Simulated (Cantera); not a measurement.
# Silicon carbide growth: CH₃SiH₃ + HCl + H₂ + C₂H₄

Feed: 1 mol CH₃SiH₃, 0.19 mol HCl, 510 mol H₂, 0.011 mol C₂H₄, at 2250 °C and 1.00 bar.

Equilibrium computed with Cantera from the NASA thermochemical tables; the gas is ideal and each condensed phase is pure. Candidate condensed phases: C, C₆H₆, C₇H₈, C₈H₁₈, Si, SiC; 109 gas species. The feed counts by its element totals alone. Gases not in the tables: Si₂H₆ and higher silanes. Equilibrium is a limit: real reactors are often held back by kinetics, nucleation or transport.

```yaml
x(H₂): 0.969
x(H): 0.0274
x(Si): 0.00124
x(C₂H₂ (acetylene)): 0.000898
x(HCl): 0.000356
x(SiH): 0.000311
x(SiH₂): 0.000236
x(Si₂C): 4.54e-5
x(CH₄): 3.79e-5
gas_amount: 521.1 mol
log10 activity of C(graphite) (absent): -0.55
log10 activity of Si(l) (absent): -0.66
```
